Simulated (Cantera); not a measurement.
A perfectly stirred reactor is fed with CH4 : H2 = 1 : 1.3 (molar parts), at 0.0170 bar; it is held at 1998 K, and followed from long to short residence time.

Detailed kinetics in Cantera: GRI-Mech 3.0 (53 species, 325 reactions). GRI-Mech 3.0 stops at C3 and has no aromatics, soot or wall deposition, so with more carbon than oxygen in the feed, carbon stays in small species such as C2H2 where larger ones or solid carbon would form. Radical loss at walls, strong at low pressure, is not modelled.

Question: What does this change do: CH4 1 to 0.12 parts?

Answer: 
| quantity | before | after |
|---|---|---|
| x(CH4) at τ = 4.80 s | 0.00257 | 0.00126 |
| x(H2) at τ = 4.80 s | 0.838 | 0.950 |
| x(CH3) at τ = 4.80 s | 0.000543 | 0.000270 |
| x(C2H4) at τ = 4.80 s | 2.09e-5 | 5.59e-6 |
| x(C2H2) at τ = 4.80 s | 0.150 | 0.0380 |
| x(CH4) at τ = 0.120 s | 0.0367 | 0.0147 |
| x(H2) at τ = 0.120 s | 0.818 | 0.946 |
| x(CH3) at τ = 0.120 s | 0.00397 | 0.00182 |
| x(C2H4) at τ = 0.120 s | 0.000371 | 6.92e-5 |
| x(C2H2) at τ = 0.120 s | 0.136 | 0.0311 |

Question: What does this change do: H2 1.3 to 3.1 parts?

Answer: 
```json
[
 {"quantity": "x(CH4) at τ = 4.80 s", "before": "0.00257", "after": "0.00205"},
 {"quantity": "x(H2) at τ = 4.80 s", "before": "0.838", "after": "0.891"},
 {"quantity": "x(CH3) at τ = 4.80 s", "before": "0.000543", "after": "0.000434"},
 {"quantity": "x(C2H4) at τ = 4.80 s", "before": "2.09e-5", "after": "1.39e-5"},
 {"quantity": "x(C2H2) at τ = 4.80 s", "before": "0.150", "after": "0.0965"},
 {"quantity": "x(CH4) at τ = 0.120 s", "before": "0.0367", "after": "0.0275"},
 {"quantity": "x(H2) at τ = 0.120 s", "before": "0.818", "after": "0.879"},
 {"quantity": "x(CH3) at τ = 0.120 s", "before": "0.00397", "after": "0.00310"},
 {"quantity": "x(C2H4) at τ = 0.120 s", "before": "0.000371", "after": "0.000214"},
 {"quantity": "x(C2H2) at τ = 0.120 s", "before": "0.136", "after": "0.0851"}
]
```
